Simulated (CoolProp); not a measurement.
Vapour-liquid equilibrium of R22 (1) + R142b (2) at 0.0024 MPa; x and y are mole fractions of (1).

Computed with CoolProp (multi-fluid Helmholtz-energy mixture model, Kamei 1995 and Lemmon 2006; pair parameters Bell 2016).

```csv
x,bubble temperature (K),y at the bubble point,dew temperature at overall composition x (K),liquid density (mol/L)
0.05,195.3,0.248,197.7,13.50
0.2,189.4,0.616,195.9,14.15
0.35,185.4,0.781,193.9,14.81
0.5,182.3,0.876,191.6,15.50
0.65,179.7,0.935,188.7,16.23
0.8,177.4,0.972,184.9,17.01
0.95,175.6,0.995,178.9,17.83
```

No azeotrope shows between x = 0.05 and 0.95.

The pair parameters rest on a limited set of measurements; away from them the model extrapolates.
